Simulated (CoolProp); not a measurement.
Vapour-liquid equilibrium of R124 (1) + R142b (2) at 307.5 K; x and y are mole fractions of (1).

The numbers come from the multi-fluid Helmholtz-energy mixture model, de Vries 1995 and Lemmon 2006; pair parameters Bell 2016 in CoolProp.

**Question.** Give the bubble pressure and the first vapour's composition at x = 0.2, 0.35, 0.95. Is there an azeotrope?

**Answer.** x = 0.2: 4.543 bar, y = 0.213; x = 0.35: 4.607 bar, y = 0.369; x = 0.95: 5.008 bar, y = 0.958. No azeotrope shows between x = 0.05 and 0.95.

The pair parameters rest on a limited set of measurements; away from them the model extrapolates.
